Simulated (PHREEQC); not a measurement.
1 kg of water holding 0.0034 mol NaCl, 0.004 mol MgSO4, 0.019 mol K2SO4 and 0.35 mol Na2SO4 is evaporated at 40 °C; the solids stay in contact with the brine. The system is closed to CO2. Solids allowed: Arcanite, Bischofite, Bloedite, Brucite, Carnallite, Epsomite, Glaserite, Halite, Hexahydrite, Kainite, Kieserite, Leonite, Mirabilite, Misenite, Schoenite, Sylvite, Thenardite, MgCl2_4H2O. Others were left out.

The series has 16 steps of water left (kg), from 1 to 0.05275.

All values are PHREEQC results (Pitzer model, pitzer.dat), not measurements.

**Question.** Which solids form, in which order, and at which step of the series does each first stand?

**Answer.** Thenardite from water left = 0.09502 kg.

Away from 25 °C the constants follow the database's enthalpies or fits; those with neither stay at their 25 °C values.
